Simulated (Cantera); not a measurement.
An isothermal, constant-pressure homogeneous reactor starts with C2H6 : H2 = 1 : 2 (molar parts), at 1500 K and 0.00220 bar.

Model: GRI-Mech 3.0 (53 species, 325 reactions), integrated in Cantera. GRI-Mech 3.0 stops at C3 and has no aromatics, soot or wall deposition, so with more carbon than oxygen in the feed, carbon stays in small species such as C2H2 where larger ones or solid carbon would form. Radical loss at walls, strong at low pressure, is not modelled.

x: mole fraction; the columns are a selection and need not sum to one.

```json
[
 {"t (s)": "2.00e-6", "x C2H6": "0.333", "x H2": "0.667", "x C2H2": "<1e-12", "x H": "5.53e-8", "x CH2": "<1e-12", "x C2H": "<1e-12", "x CH3": "3.41e-5"},
 {"t (s)": "8.05e-6", "x C2H6": "0.333", "x H2": "0.667", "x C2H2": "<1e-12", "x H": "7.03e-7", "x CH2": "1.28e-11", "x C2H": "<1e-12", "x CH3": "0.000136"},
 {"t (s)": "3.24e-5", "x C2H6": "0.333", "x H2": "0.666", "x C2H2": "1.19e-12", "x H": "7.57e-6", "x CH2": "8.33e-10", "x C2H": "<1e-12", "x CH3": "0.000537"},
 {"t (s)": "0.000130", "x C2H6": "0.332", "x H2": "0.666", "x C2H2": "6.80e-10", "x H": "5.47e-5", "x CH2": "4.77e-8", "x C2H": "<1e-12", "x CH3": "0.00198"},
 {"t (s)": "0.000525", "x C2H6": "0.322", "x H2": "0.664", "x C2H2": "9.71e-7", "x H": "0.000303", "x CH2": "1.35e-6", "x C2H": "<1e-12", "x CH3": "0.00623"},
 {"t (s)": "0.00211", "x C2H6": "0.245", "x H2": "0.651", "x C2H2": "0.000412", "x H": "0.000912", "x CH2": "8.47e-6", "x C2H": "[?]", "x CH3": "0.0219"},
 {"t (s)": "0.00851", "x C2H6": "0.0312", "x H2": "0.593", "x C2H2": "0.0200", "x H": "0.00197", "x CH2": "1.01e-5", "x C2H": "1.25e-7", "x CH3": "0.0248"},
 {"t (s)": "0.0343", "x C2H6": "0.000570", "x H2": "0.612", "x C2H2": "0.0701", "x H": "0.000616", "x CH2": "1.53e-6", "x C2H": "1.33e-7", "x CH3": "0.00487"},
 {"t (s)": "0.138", "x C2H6": "9.13e-5", "x H2": "0.629", "x C2H2": "0.100", "x H": "0.000198", "x CH2": "2.53e-7", "x C2H": "[?]", "x CH3": "0.00146"},
 {"t (s)": "0.555", "x C2H6": "2.96e-5", "x H2": "0.642", "x C2H2": "0.123", "x H": "0.000107", "x CH2": "8.11e-8", "x C2H": "[?]", "x CH3": "0.000742"},
 {"t (s)": "2.24", "x C2H6": "3.02e-5", "x H2": "0.656", "x C2H2": "0.137", "x H": "0.000125", "x CH2": "9.61e-8", "x C2H": "[?]", "x CH3": "0.000783"},
 {"t (s)": "9.00", "x C2H6": "1.87e-5", "x H2": "0.694", "x C2H2": "0.154", "x H": "0.000145", "x CH2": "8.63e-8", "x C2H": "[?]", "x CH3": "0.000633"}
]
```

Q: Some entries are withheld; supply them.

A: 
- 0.00211, x C2H: 1.08e-9
- 0.138, x C2H: 5.93e-8
- 0.555, x C2H: 3.86e-8
- 2.24, x C2H: 4.93e-8
- 9.00, x C2H: 6.02e-8
